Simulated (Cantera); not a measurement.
A perfectly stirred reactor is fed with C2H6 : N2 = 1 : 1.3 (molar parts), at 38.0 Pa; it is held at 1950 K, and followed from long to short residence time.

Cantera simulation using GRI-Mech 3.0 (53 species, 325 reactions); the numbers are that mechanism's predictions, not measurements. GRI-Mech 3.0 stops at C3 and has no aromatics, soot or wall deposition, so with more carbon than oxygen in the feed, carbon stays in small species such as C2H2 where larger ones or solid carbon would form. Radical loss at walls, strong at low pressure, is not modelled.

Question: What does this change do: C2H6 1 to 0.54 parts?

Answer: 
```
quantity                  before     after
----------------------  --------  --------
x(C2H6) at τ = 10.0 s    2.88e-5   2.51e-5
x(H) at τ = 10.0 s       0.00552   0.00469
x(C2H2) at τ = 10.0 s      0.227     0.180
x(CH3) at τ = 10.0 s     0.00295   0.00247
x(C2H4) at τ = 10.0 s   0.000227  0.000197
x(C2H6) at τ = 0.290 s  0.000964  0.000834
x(H) at τ = 0.290 s      0.00656   0.00555
x(C2H2) at τ = 0.290 s     0.203     0.159
x(CH3) at τ = 0.290 s     0.0201    0.0165
x(C2H4) at τ = 0.290 s   0.00558   0.00482
```
